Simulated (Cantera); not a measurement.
# Ignition delay

Mixture: CO : H2 : CH4 : O2 : N2 = 1 : 0.05 : 1.3 : 1.95 : 7.34 (molar parts), equivalence ratio 1.6, at 4.93 atm, adiabatic and at constant pressure. Ignition delay is the time to a rise of 400 K.

Detailed kinetics in Cantera: GRI-Mech 3.0 (53 species, 325 reactions).

```tsv
T0 (K)	delay (ms)
1225	10.2
1325	2.93
1425	0.918
1525	0.316
1625	0.121
1725	0.0524
1825	0.0254
1925	0.0137
```

```json
{
 "apparent activation energy between 1725 and 1925 K": "190 kJ/mol"
}
```
